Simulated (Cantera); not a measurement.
A Cantera script and what it prints.

```python
import numpy as np
import cantera as ct

gas_names = [...]  # 130 gases of nasa_gas.yaml made of C, H, Mg, O, S
cond_names = """
    C(gr) C6H6(L) C7H8(L) C8H18(L),n-octa H2O(s) H2O(L) H2SO4(L) Mg(cr) Mg(L) MgCO3(s) MgO(s) MgO(L)
    MgO2H2(s) MgS(s) MgSO4(s) MgSO4(L) S(cr1) S(cr2) S(L)
""".split()


# ... load() reads the species with a 1 bar reference pressure and builds the phases ...
atoms = {
    'MgO': {'Mg': 1, 'O': 1},
    'O2': {'O': 2},
    'CO2': {'C': 1, 'O': 2},
    'H2S': {'H': 2, 'S': 1},
}
top_T = {'C(gr)': 4500, 'MgS(s)': 2250}  # K; cautious upper limits of use, not melting points


# ... equilibrate(T, P, feed) seeds the gas with the atoms and calls Mixture.equilibrate('TP', solver="vcs", rtol=1e-11, max_steps=5000) ...
results = []
feed = {'MgO': 1, 'O2': 0.11, 'CO2': 3.2, 'H2S': 0.42}  # mol
T = 873.15  # K
P = 3300  # Pa
mix = equilibrate(T, P, feed)
results.append((T, P, feed, dict(zip(mix.species_names, mix.species_moles))))
print(gas.report(threshold=1e-06))
for i in range(1, mix.n_phases):
    print(f"{mix.phase(i).name:16s} {mix.phase_moles(i):12.5e} mol")
```

Output:

```
       temperature   873.15 K
          pressure   3300 Pa
           density   0.019249 kg/m^3
  mean mol. weight   42.346 kg/kmol
   phase of matter   gas

                          1 kg             1 kmol
                     ---------------   ---------------
          enthalpy       -7.5688e+06       -3.2051e+08  J
   internal energy       -7.7402e+06       -3.2777e+08  J
           entropy              6912         2.927e+05  J/K
    Gibbs function       -1.3604e+07       -5.7607e+08  J
 heat capacity c_p            1195.2             50612  J/K
 heat capacity c_v            998.85             42297  J/K

                      mass frac. Y      mole frac. X     chem. pot. / RT
                     ---------------   ---------------   ---------------
                CO         0.0055483         0.0083881           -48.677
               COS         0.0081406         0.0057387            -57.84
               CO2           0.87292           0.83993           -85.639
               CS2        1.6861e-05        9.3782e-06           -30.041
                H2        8.9131e-05         0.0018722           -26.871
               H2O          0.029914          0.070316           -63.833
               H2S          0.032114          0.039908           -36.034
                SH        1.3549e-06         1.735e-06           -22.599
               SO2         0.0018721         0.0012375           -83.088
                S2          0.049248          0.032524           -18.326
               S2O        0.00013551         7.162e-05           -55.289
     [ +119 minor]        3.1359e-07        2.7613e-07

C(gr)             0.00000e+00 mol
H2SO4(L)          0.00000e+00 mol
Mg(cr)            0.00000e+00 mol
MgCO3(s)          0.00000e+00 mol
MgO(s)            1.00000e+00 mol
MgO2H2(s)         0.00000e+00 mol
MgS(s)            0.00000e+00 mol
MgSO4(s)          0.00000e+00 mol
S(L)              0.00000e+00 mol
```

Method: chemical equilibrium by Gibbs-energy minimisation in Cantera with the NASA 1993 tables (ideal gas, pure condensed phases). Gases not in the tables: S3 to S7.
